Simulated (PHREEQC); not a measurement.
A solution holds 0.031 mol NH4F, 0.00061 mol NaHF2 and 0.016 mol CsCl per kg of water, at 25 °C. Closed to the air; pH follows from the charge balance.

Model: ion-association model, wateq4f.dat, run in PHREEQC.

| quantity | before | after |
|---|---|---|
| HF2- (mol/kgw) | 6.47e-5 | 2.58e-6 |
| NH3 (mol/kgw) | 1.05e-6 | 2.57e-7 |

Question: What was changed between the two runs?
A. diluted 5-fold with water
B. NaHF2 replaced by Na2SO4 at the same molality
C. NaHF2 from 0.00061 to 0.0061 mol/kgw
D. NaHF2 left out
E. CsCl from 0.016 to 0.16 mol/kgw

Answer: A, diluted 5-fold with water

Precipitation was switched off in this run.
